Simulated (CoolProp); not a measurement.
Sulfur dioxide along the isotherm 348.6 K: density (kg/m³) from the reference equation and from simpler models built on Tc = 430.6 K, pc = 78.87 bar, ω = 0.256; each cubic takes its own stable root.

The numbers come from the reference Helmholtz-energy equation of state, Gao 2016 in CoolProp.

```csv
p (bar),phase,reference,van der Waals,Redlich-Kwong,Peng-Robinson
0.374,gas,0.8295,0.8286,0.8291,0.8295
0.709,gas,1.577,1.574,1.576,1.577
1.34,gas,2.999,2.987,2.993,2.998
2.55,gas,5.775,5.728,5.753,5.771
4.83,gas,11.20,11.02,11.11,11.18
9.16,gas,22.30,21.54,21.92,22.20
17.4,liquid,1210,43.77,45.54,1208
32.9,liquid,1216,719.8,1022,1217
62.4,liquid,1228,744.0,1042,1232
118,liquid,1248,776.5,1074,1258
```

At some of these states van der Waals, Redlich-Kwong gives the other phase, because its saturation line lies elsewhere.
